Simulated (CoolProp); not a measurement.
Vapour-liquid equilibrium of R125 (1) + R1234yf (2) at 253.1 K; x and y are mole fractions of (1).

The numbers come from the multi-fluid Helmholtz-energy mixture model, Lemmon 2005 and Lemmon 2022; pair parameters Bell 2023 in CoolProp.

**Question.** Give the bubble pressure and the first vapour's composition at x = 0.35, 0.425, 0.65. Is there an azeotrope?

**Answer.** x = 0.35: 0.2151 MPa, y = 0.531; x = 0.425: 0.2289 MPa, y = 0.607; x = 0.65: 0.2705 MPa, y = 0.793. No azeotrope shows between x = 0.05 and 0.95.

The pair parameters rest on a limited set of measurements; away from them the model extrapolates.
